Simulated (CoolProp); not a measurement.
Vapour-liquid equilibrium of R1234yf (1) + R1234ze(E) (2) at 0.00957 MPa; x and y are mole fractions of (1).

Computed with CoolProp (multi-fluid Helmholtz-energy mixture model, Lemmon 2022 and Thol 2016; pair parameters Bell 2022).

Task: Give the bubble temperature and the first vapour's composition at x = 0.05, 0.2, 0.95. Is there an azeotrope?

Result: x = 0.05: 210.1 K, y = 0.098; x = 0.2: 208.1 K, y = 0.335; x = 0.95: 201.3 K, y = 0.974. No azeotrope shows between x = 0.05 and 0.95.

The pair parameters rest on a limited set of measurements; away from them the model extrapolates.
